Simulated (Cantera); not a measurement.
An adiabatic, constant-pressure homogeneous reactor starts with CH4 : O2 : N2 : H2O = 1 : 1.43 : 5.37 : 0.17 (molar parts), at 1475 K and 5.00 bar. Integrator tolerance rtol = 1e-08.

Cantera simulation using GRI-Mech 3.0 (53 species, 325 reactions); the numbers are that mechanism's predictions, not measurements.

Task: What does this change do: 0.039 parts C2H6 added?

Result: 
```tsv
quantity	before	after
time of steepest temperature rise	0.537 ms	0.276 ms
temperature at 2.00 s	2788 K	2753 K
equilibrium temperature	2788 K	2753 K
x(CH4) at 2.00 s	2.17e-12 (gas-phase equilibrium 2.53e-12)	5.71e-12 (gas-phase equilibrium 6.56e-12)
x(O2) at 2.00 s	0.000919 (gas-phase equilibrium 0.000919)	0.000418 (gas-phase equilibrium 0.000418)
x(H2O) at 2.00 s	0.186 (gas-phase equilibrium 0.186)	0.181 (gas-phase equilibrium 0.181)
x(H2O2) at 2.00 s	1.55e-7 (gas-phase equilibrium 1.55e-7)	9.54e-8 (gas-phase equilibrium 9.54e-8)
x(C2H) at 2.00 s	<1e-12 (gas-phase equilibrium <1e-12)	<1e-12 (gas-phase equilibrium <1e-12)
```
